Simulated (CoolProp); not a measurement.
Saturation properties of hexamethyldisiloxane (MM).

Values from CoolProp's reference Helmholtz-energy equation of state, Thol 2016.

| T (K) | p (MPa) | liquid density (kg/m³) | vapour density (kg/m³) | enthalpy of vaporisation (kJ/kg) | liquid cp (kJ/(kg K)) |
|---|---|---|---|---|---|
| 289.4 | 0.003518 | 768.7 | 0.2388 | 232.8 | 1.877 |
| 295.3 | 0.004817 | 762.5 | 0.3209 | 230.2 | 1.892 |
| 301.2 | 0.006496 | 756.3 | 0.4250 | 227.5 | 1.908 |
| 307.1 | 0.008636 | 750.0 | 0.5553 | 224.8 | 1.923 |
| 313 | 0.01133 | 743.7 | 0.7164 | 222.1 | 1.939 |
| 318.9 | 0.01468 | 737.3 | 0.9135 | 219.4 | 1.955 |
| 324.8 | 0.01879 | 730.9 | 1.152 | 216.7 | 1.971 |
| 330.7 | 0.02381 | 724.4 | 1.439 | 213.9 | 1.988 |
| 336.6 | 0.02984 | 717.9 | 1.779 | 211.2 | 2.005 |
| 342.5 | 0.03706 | 711.3 | 2.181 | 208.3 | 2.022 |
| 348.4 | 0.04560 | 704.6 | 2.652 | 205.5 | 2.039 |
| 354.3 | 0.05564 | 697.8 | 3.200 | 202.6 | 2.057 |
| 360.2 | 0.06735 | 690.9 | 3.834 | 199.6 | 2.074 |
| 366.1 | 0.08092 | 683.9 | 4.564 | 196.6 | 2.092 |

It boils at 373.7 K under 1 atm.
